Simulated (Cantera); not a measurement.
Cantera run:

```python
import numpy as np
import cantera as ct

gas_names = """
    C CH CH2 CH3 CH4 C2 C2H C2H2,acetylene C2H2,vinylidene C2H3,vinyl C2H4 C2H5 C2H6 C3 C3H3,propargyl
    C3H4,allene C3H4,propyne C3H4,cyclo- C3H5,allyl C3H6,propylene C3H6,cyclo- C3H7,n-propyl
    C3H7,i-propyl C3H8 C4 C4H2 C4H4,1,3-cyclo- C4H6,butadiene C4H6,2-butyne C4H6,cyclo- C4H8,1-butene
    C4H8,cis2-buten C4H8,tr2-butene C4H8,isobutene C4H8,cyclo- C4H9,n-butyl C4H9,i-butyl C4H9,s-butyl
    C4H9,t-butyl C4H10,isobutane C4H10,n-butane C5 C5H6,1,3cyclo- C5H8,cyclo- C5H10,1-pentene
    C5H10,cyclo- C5H11,pentyl C5H11,t-pentyl C5H12,n-pentane C5H12,i-pentane CH3C(CH3)2CH3 C6H2
    C6H5,phenyl C6H6 C6H10,cyclo- C6H12,1-hexene C6H12,cyclo- C6H13,n-hexyl C7H7,benzyl C7H8
    C7H14,1-heptene C7H15,n-heptyl C7H16,n-heptane C8H8,styrene C8H10,ethylbenz C8H16,1-octene
    C8H17,n-octyl C8H18,isooctane C8H18,n-octane C9H19,n-nonyl C10H8,naphthale C10H21,n-decyl
    C12H9,o-bipheny C12H10,bipheny H H2 Si SiC SiC2 SiC4H12 SiH SiH2 SiH3 SiH4 Si2 Si2C Si3
""".split()
cond_names = """
    C(gr) C6H6(L) C7H8(L) C8H18(L),n-octa Si(cr) Si(L) SiC(b)
""".split()


def load(file, names, dense=False):
    # The tables refer to 1 bar. Condensed volumes are neglected.
    table = {s.name: s for s in ct.Species.list_from_file(file)}
    out = []
    for n in names:
        d = dict(table[n].input_data)
        d["thermo"] = dict(d["thermo"], **{"reference-pressure": 1e5})
        if dense:
            d["equation-of-state"] = {"model": "constant-volume", "density": "1e6 g/cm^3"}
        out.append(ct.Species.from_dict(d))
    return out


gas = ct.Solution(thermo="ideal-gas", species=load("nasa_gas.yaml", gas_names))
cond = {s.name: ct.Solution(thermo="fixed-stoichiometry", species=[s], name=s.name)
        for s in load("nasa_condensed.yaml", cond_names, dense=True)}
atoms = {
    'SiC': {'Si': 1, 'C': 1},
    'C': {'C': 1},
    'H2': {'H': 2},
}
top_T = {'C(gr)': 4500, 'SiC(b)': 3050}  # K; cautious upper limits of use, not melting points


def equilibrate(T, P, feed):
    n = {}
    for name, mol in feed.items():
        for a, k in atoms[name].items():
            n[a] = n.get(a, 0.0) + k * mol
    gas.TPX = T, P, n
    mass = sum(n.values()) * gas.mean_molecular_weight
    gas.equilibrate("TP")
    valid = [c for c in cond.values() if c.min_temp <= T <= top_T.get(c.name, c.max_temp)]
    mix = ct.Mixture([(gas, mass / gas.mean_molecular_weight)] + [(c, 0.0) for c in valid])
    mix.T, mix.P = T, P
    mix.equilibrate("TP", solver="vcs", rtol=1e-11, max_steps=5000)
    return mix


results = []
feed = {'SiC': 1, 'C': 0.0039, 'H2': 0.13}  # mol
T = 1525  # K
P = 930  # Pa
mix = equilibrate(T, P, feed)
results.append((T, P, feed, dict(zip(mix.species_names, mix.species_moles))))
print(gas.report(threshold=1e-06))
for i in range(1, mix.n_phases):
    print(f"{mix.phase(i).name:16s} {mix.phase_moles(i):12.5e} mol")
```

Result:

```
       temperature   1525 K
          pressure   930 Pa
           density   0.00014789 kg/m^3
  mean mol. weight   2.0163 kg/kmol
   phase of matter   gas

                          1 kg             1 kmol
                     ---------------   ---------------
          enthalpy        1.8448e+07        3.7197e+07  J
   internal energy        1.2159e+07        2.4518e+07  J
           entropy        1.0829e+05        2.1834e+05  J/K
    Gibbs function       -1.4669e+08       -2.9577e+08  J
 heat capacity c_p             16097             32458  J/K
 heat capacity c_v             11974             24143  J/K

                      mass frac. Y      mole frac. X     chem. pot. / RT
                     ---------------   ---------------   ---------------
               CH4        0.00016871        2.1204e-05           -48.879
    C2H2,acetylene        0.00015609        1.2087e-05            -27.77
                 H        0.00012262        0.00024527           -11.665
                H2           0.99955           0.99972           -23.329
     [  +83 minor]        1.6807e-06        1.6827e-07

C(gr)             3.89408e-03 mol
Si(cr)            0.00000e+00 mol
SiC(b)            1.00000e+00 mol
```

Equilibrium computed with Cantera from the NASA thermochemical tables; the gas is ideal and each condensed phase is pure.
